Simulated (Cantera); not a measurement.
An isothermal, constant-pressure homogeneous reactor starts with 100 % N₂O, at 1598 K and 0.133 bar.

Model: GRI-Mech 3.0 (53 species, 325 reactions), integrated in Cantera. GRI-Mech 3.0 was tuned for natural gas; its chemistry of N2O as a main component is partial and can be far from experiment. The temperature is held fixed by assumption; the heat of reaction is taken as removed at once.

One state of this run: x N₂O = 1.58e-5; x NO = 0.190; x O₂ = 0.238; x N₂ = 0.572; x O = 1.92e-5; x NO₂ = 0.000297. x: mole fraction; the columns are a selection and need not sum to one.

Question: Which value of t (s) does it belong to?
A. 0.00633
B. 0.798
C. 0.159
D. 0.00126

Answer: B, 0.798
